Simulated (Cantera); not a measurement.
MgO + CH4 + CO (carbothermic reduction)

Charge: 1 mol MgO, 3.8 mol CH4, 0.079 mol CO, at 0.0890 bar.

These are equilibrium values from Cantera (NASA tables, ideal gas, pure condensed phases), not measurements of a reactor. Candidate condensed phases: C, C6H6, C7H8, C8H18, H2O, Mg, MgCO3, MgO, Mg(OH)2; 116 gas species. The tables' values for MgH are old estimates; treat these amounts as uncertain. The numbers say what is thermodynamically allowed, not how fast it happens.

```
T (K)   x H2    x CO     x Mg       x H  x C2H2 (acetylene)     x CH4     x MgH    x H2O  n C(graphite)  n MgO(s)
-----  -----  ------  -------  --------  ------------------  --------  --------  -------  -------------  --------
1173   0.988  0.0103  6.45e-9   3.93e-7             6.05e-8   0.00169  1.26e-11  3.21e-5           3.79      1.00
1273   0.989  0.0103  9.89e-7   2.38e-6             3.67e-7  0.000818   2.27e-9  1.08e-5           3.79     1.000
1373   0.989  0.0104  7.14e-5   1.11e-5             1.71e-6  0.000438   1.89e-7  4.27e-6           3.80     0.999
1473   0.985  0.0126  0.00236   4.21e-5             6.41e-6  0.000253   7.00e-6  2.31e-6           3.78     0.982
1573   0.944  0.0325   0.0226  0.000132             1.95e-5  0.000146   7.32e-5  2.84e-6           3.62     0.817
1673   0.785   0.111    0.103  0.000338             4.47e-5   6.65e-5  0.000333  4.38e-6           2.80         0
1773   0.784   0.111    0.103  0.000844            0.000110   4.61e-5  0.000361  2.54e-6           2.80         0
1873   0.783   0.111    0.103   0.00191            0.000244   3.33e-5  0.000388  1.56e-6           2.79         0
1973   0.781   0.111    0.103   0.00400            0.000500   2.48e-5  0.000414  1.01e-6           2.79         0
2073   0.777   0.111    0.103   0.00777            0.000953   1.89e-5  0.000437  6.81e-7           2.78         0
2173   0.771   0.111    0.102    0.0142             0.00170   1.47e-5  0.000458  4.73e-7           2.77         0
2273   0.760   0.110    0.102    0.0246             0.00287   1.16e-5  0.000476  3.38e-7           2.74         0
```
x: gas mole fraction; n: condensed amount in mol.

From 1173 K to 1573 K the condensed part is C(graphite) + MgO(s). From 1673 K to 2273 K the condensed part is C(graphite).
